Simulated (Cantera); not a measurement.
A closed system holds: 1 mol C6H6, 0.16 mol CO2, 8.3 mol H2, at 600 °C and 35.0 mbar.

Cantera equilibrium calculation (NASA polynomials, part measured and part estimated; ideal gas, pure solids and liquids). Candidate condensed phases: C, C6H6, C7H8, C8H18, H2O; 110 gas species. Rates play no part.

Base state: H2 0.958, CO 0.0241, CH4 0.0144, H2O 0.00343, CO2 0.000231 (mole fractions); condensed: C(graphite).

Question: What changes in the equilibrium state with this change: pressure from 35.0 mbar to 2.30 bar?

Answer: 
```csv
species,before,after
H2,0.958,0.596
CH4,0.0144,0.366
H2O,0.00343,0.0316
CO,0.0241,0.00543
C2H6,1.07e-8,1.11e-5
CO2,0.000231,0.000766
"C(graphite), mol",5.72,3.07
```

Question: What changes in the equilibrium state with this change: C6H6 replaced by CH3OH?

Answer: 
| species | before | after |
|---|---|---|
| H2 | 0.958 | 0.880 |
| CO | 0.0241 | 0.0900 |
| H2O | 0.00343 | 0.0175 |
| CH4 | 0.0144 | 0.00812 |
| CO2 | 0.000231 | 0.00478 |
| C(graphite), mol | 5.72 | 0 |

Question: What changes in the equilibrium state with this change: C6H6 replaced by C2H5OH?

Answer: 
```csv
species,before,after
H2,0.958,0.883
CO,0.0241,0.0894
CH4,0.0144,0.0122
H2O,0.00343,0.0117
CO2,0.000231,0.00316
"C(graphite), mol",5.72,0.873
```
